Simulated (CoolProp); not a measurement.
Model: reference Helmholtz-energy equation of state, Thol 2019, in CoolProp.

**Question.** For decamethylcyclopentasiloxane (D5), give the phase and the cp (kJ/(kg K)), speed of sound (m/s), isothermal compressibility (1/MPa), expansivity (1/kK) at 525.1 K and 3.62 MPa; 552.2 K and 3.62 MPa.

**Answer.** 
- 525.1 K and 3.62 MPa: liquid; cp 2.05, speed of sound 392, isothermal compressibility 0.0102, expansivity 1.73
- 552.2 K and 3.62 MPa: liquid; cp 2.09, speed of sound 339, isothermal compressibility 0.0143, expansivity 1.96
